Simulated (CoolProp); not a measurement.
The fluid at 293.15 K and 0.22 MPa expands adiabatically to 0.0169 MPa with isentropic efficiency 0.7. The same conditions are run with several fluids, on thermodynamics alone (safety and materials aside).

Model: reference Helmholtz-energy equation of state of each fluid (c-C4F8 (RC318): Platzer 1990; nitrogen: Span 2000; R152A: Outcalt 1996; R115: Lemmon 2016), in CoolProp. The equations of Platzer and Polt are older, rougher fits.

| fluid | work (kJ/kg) | final temperature (K) | final density (kg/m³) |
|---|---|---|---|
| c-C4F8 (RC318) | [?] | 263.3 | 1.56 |
| nitrogen | [?] | 186.3 | [?] |
| R152A | [?] | [?] | 0.592 |
| R115 | 25.0 | 253.3 | 1.25 |

Problem. What belongs in the gaps?

Solution. 
- c-C4F8 (RC318), work (kJ/kg): 19.7
- nitrogen, work (kJ/kg): 111
- nitrogen, final density (kg/m³): 0.306
- R152A, work (kJ/kg): 54.2
- R152A, final temperature (K): 229.0
